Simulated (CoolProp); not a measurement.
Saturated liquid density (kg/m³) of R236FA: the reference equation beside estimates from Tc = 124.9 °C, pc = 3191 kPa, ω = 0.377. Rackett uses Z = 0.29056 − 0.08775 ω.

Computed with CoolProp (reference Helmholtz-energy equation of state, Pan 2012).

```csv
T (°C),reference,Rackett,van der Waals,Redlich-Kwong,Soave-Redlich-Kwong,Peng-Robinson
-66.65,1635,1712,950.8,1410,1462,1645
-61.45,1621,1697,943.5,1398,1452,1634
-56.35,1607,1682,936.3,1386,1442,1623
-51.25,1592,1668,928.9,1373,1431,1612
-46.15,1578,1653,921.5,1361,1421,1600
-40.95,1563,1637,913.7,1347,1409,1588
-35.85,1549,1622,905.9,1334,1397,1576
-30.75,1534,1607,898.0,1320,1385,1563
-25.65,1519,1591,889.9,1306,1373,1550
-20.45,1504,1575,881.5,1292,1360,1536
-15.35,1488,1558,873.1,1277,1347,1521
-10.25,1473,1542,864.5,1262,1333,1506
-5.15,1457,1525,855.7,1247,1319,1491
0.05,1441,1508,846.5,1230,1304,1475
5.15,1425,1491,837.3,1214,1289,1458
```

Absolute difference from the reference over all 15 rows, mean and median: Rackett 4.7 and 4.7 %, van der Waals 41.5 and 41.5 %, Redlich-Kwong 14.1 and 14.0 %, Soave-Redlich-Kwong 9.8 and 9.7 %, Peng-Robinson 1.7 and 1.9 %.
